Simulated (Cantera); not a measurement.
## Dilute partial oxidation

An isothermal, constant-pressure homogeneous reactor starts with 2.24 % CH₂O, 0.525 % O₂, 97.2 % N₂, at 1025 K and 4280 Torr.

Detailed kinetics in Cantera: GRI-Mech 3.0 (53 species, 325 reactions).

| t (s) | x CH₂O | x O₂ | x HCO | x NO | x NO₂ | x HCN | x H |
|---|---|---|---|---|---|---|---|
| 2.00e-5 | 0.0224 | 0.00525 | 1.15e-9 | <1e-12 | <1e-12 | <1e-12 | 2.71e-10 |
| 7.17e-5 | 0.0224 | 0.00525 | 2.78e-9 | <1e-12 | <1e-12 | <1e-12 | 6.58e-10 |
| 0.000257 | 0.0224 | 0.00524 | 1.28e-8 | <1e-12 | <1e-12 | <1e-12 | 3.02e-9 |
| 0.000921 | 0.0219 | 0.00498 | 3.08e-7 | <1e-12 | <1e-12 | <1e-12 | 7.32e-8 |
| 0.00330 | 1.28e-5 | 0.000352 | 1.11e-7 | 5.30e-11 | <1e-12 | 2.81e-11 | 2.31e-5 |
| 0.0118 | 1.05e-8 | 0.000211 | 1.31e-9 | 9.13e-11 | 2.46e-12 | 3.00e-11 | 4.54e-7 |
| 0.0424 | 6.92e-9 | 0.000152 | 1.21e-9 | 7.70e-11 | 1.58e-12 | 3.00e-11 | 4.17e-7 |
| 0.152 | 2.96e-9 | 4.92e-5 | 1.12e-9 | 4.26e-11 | <1e-12 | 2.99e-11 | 3.78e-7 |
| 0.545 | 1.02e-9 | 2.86e-6 | 5.19e-10 | 1.01e-11 | <1e-12 | 2.99e-11 | 1.74e-7 |
| 1.95 | 8.38e-10 | 1.87e-7 | 8.73e-11 | 3.46e-12 | <1e-12 | 2.99e-11 | 2.93e-8 |
| 7.00 | 8.21e-10 | 3.06e-8 | 1.78e-11 | 2.10e-12 | <1e-12 | 2.99e-11 | 5.97e-9 |
| 25.1 | 8.18e-10 | 6.68e-9 | 4.69e-12 | 1.48e-12 | <1e-12 | 2.99e-11 | 1.58e-9 |
| 90.0 | 8.18e-10 | 1.32e-9 | 1.48e-12 | <1e-12 | <1e-12 | 2.99e-11 | 4.99e-10 |
x: mole fraction; the columns are a selection and need not sum to one.

Equilibrium at this temperature and pressure: CH₂O 8.67e-10, O₂ <1e-12, HCO <1e-12, NO <1e-12, NO₂ <1e-12, HCN 1.47e-7, H 2.42e-10 (gas phase only).
